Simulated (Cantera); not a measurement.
Diamond growth

A diamond (100) surface in a fixed gas of H2 with x(CH4) = 0.0099, x(H) = 0.0024, at 1375 K, 0.250 bar; coverages are run to steady state.

Cantera simulation using the Harris–Goodwin 1993 mechanism for the reconstructed diamond (100) surface; the numbers are that mechanism's predictions, not measurements.

```json
[
 {"x(CH3)": "1e-06", "growth (µm/h)": "0.0543", "θ c6HH": "0.369", "θ c6H*": "0.0559", "θ c6*H": "0.529", "θ c6**": "0.0457", "θ c6HM": "2.65e-6"},
 {"x(CH3)": "2.5e-06", "growth (µm/h)": "0.136", "θ c6HH": "0.369", "θ c6H*": "0.0558", "θ c6*H": "0.529", "θ c6**": "0.0456", "θ c6HM": "6.61e-6"},
 {"x(CH3)": "6e-06", "growth (µm/h)": "0.326", "θ c6HH": "0.369", "θ c6H*": "0.0558", "θ c6*H": "0.529", "θ c6**": "0.0456", "θ c6HM": "1.59e-5"},
 {"x(CH3)": "1.5e-05", "growth (µm/h)": "0.814", "θ c6HH": "0.369", "θ c6H*": "0.0558", "θ c6*H": "0.529", "θ c6**": "0.0456", "θ c6HM": "3.97e-5"},
 {"x(CH3)": "3.6e-05", "growth (µm/h)": "1.95", "θ c6HH": "0.369", "θ c6H*": "0.0558", "θ c6*H": "0.529", "θ c6**": "0.0455", "θ c6HM": "9.51e-5"},
 {"x(CH3)": "8.9e-05", "growth (µm/h)": "4.80", "θ c6HH": "0.369", "θ c6H*": "0.0558", "θ c6*H": "0.529", "θ c6**": "0.0453", "θ c6HM": "0.000235"},
 {"x(CH3)": "0.00022", "growth (µm/h)": "11.8", "θ c6HH": "0.369", "θ c6H*": "0.0557", "θ c6*H": "0.528", "θ c6**": "0.0449", "θ c6HM": "0.000578"},
 {"x(CH3)": "0.00054", "growth (µm/h)": "28.3", "θ c6HH": "0.368", "θ c6H*": "0.0556", "θ c6*H": "0.526", "θ c6**": "0.0438", "θ c6HM": "0.00140"},
 {"x(CH3)": "0.0013", "growth (µm/h)": "64.9", "θ c6HH": "0.367", "θ c6H*": "0.0552", "θ c6*H": "0.523", "θ c6**": "0.0413", "θ c6HM": "0.00330"}
]
```
θ: site fractions in the mechanism's names (c6HH fully hydrogenated, c6H* and c6*H radical sites, c6** diradical, c6HM methylated).
